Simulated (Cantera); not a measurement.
A Cantera script and its output.

```python
import numpy as np
import cantera as ct

gas = ct.Solution("gri30.yaml")
gas.TPX = 1200, 1900, {'N2O': 1, 'N2': 0.89}
reactor = ct.IdealGasConstPressureReactor(gas, energy="off", clone=False)
net = ct.ReactorNet([reactor])
net.rtol, net.atol = 1e-08, 1e-18
show = ['N2O', 'N2', 'NO2', 'O2', 'O']
times = np.geomspace(5e-06, 7, 11)

steps = ct.SolutionArray(gas, extra=["t"])
rows = []
print(f"{'t/s':>10s}{'T/K':>9s}{'P/Pa':>11s}" + "".join(f"{s:>11s}" for s in show))
for t in times:
    while net.time < t:
        t_next = net.step()
        steps.append(gas.state, t=t_next)
    rows.append([np.interp(t, steps.t, y) for y in (steps.T, steps.P, *steps(*show).X.T)])
    print(f"{t:10.3e}{rows[-1][0]:9.1f}{rows[-1][1]:11.4g}" + "".join(f"{x:11.3e}" for x in rows[-1][2:]))
rate = np.gradient(steps.T, steps.t)
print("integrator steps:", len(steps.t))
if steps.T.max() > steps.T[0] + 200:
    print(f"time of steepest temperature rise: {steps.t[rate.argmax()]:.4e} s")
gas.TPX = 1200, 1900, {'N2O': 1, 'N2': 0.89}
gas.equilibrate("TP")
print(f"equilibrium (TP): T = {gas.T:.1f} K  " + "  ".join(f"{s} {gas[s].X[0]:.3e}" for s in show))
```

It prints:

```
       t/s      T/K       P/Pa        N2O         N2        NO2         O2          O
 5.000e-06   1200.0       1900  5.291e-01  4.709e-01  4.978e-23  5.916e-11  1.544e-08
 2.059e-05   1200.0       1900  5.291e-01  4.709e-01  1.331e-20  9.868e-10  6.274e-08
 8.476e-05   1200.0       1900  5.291e-01  4.709e-01  3.568e-18  1.615e-08  2.448e-07
 3.490e-04   1200.0       1900  5.291e-01  4.709e-01  7.635e-16  2.374e-07  8.171e-07
 1.437e-03   1200.0       1900  5.291e-01  4.709e-01  8.414e-14  2.494e-06  1.671e-06
 5.916e-03   1200.0       1900  5.291e-01  4.709e-01  2.950e-12  1.478e-05  1.831e-06
 2.436e-02   1200.0       1900  5.289e-01  4.710e-01  5.830e-11  6.597e-05  1.831e-06
 1.003e-01   1200.0       1900  5.283e-01  4.713e-01  9.869e-10  2.765e-04  1.831e-06
 4.129e-01   1200.0       1900  5.259e-01  4.727e-01  1.454e-08  1.140e-03  1.831e-06
 1.700e+00   1200.0       1900  5.160e-01  4.783e-01  1.496e-07  4.647e-03  1.831e-06
 7.000e+00   1200.0       1900  4.775e-01  5.000e-01  8.582e-07  1.827e-02  1.830e-06
integrator steps: 596
equilibrium (TP): T = 1200.0 K  N2O 1.901e-09  N2 7.907e-01  NO2 4.553e-07  O2 2.091e-01  O 8.368e-08
```

Computed with Cantera and GRI-Mech 3.0 (53 species, 325 reactions). GRI-Mech 3.0 was tuned for natural gas; its chemistry of N2O as a main component is partial and can be far from experiment. Radical loss at walls, strong at low pressure, is not modelled. The mechanism lacks the step 2 NO + O2 → 2 NO2, which can matter for NO2 below about 1400 K. The temperature is held fixed by assumption; the heat of reaction is taken as removed at once.
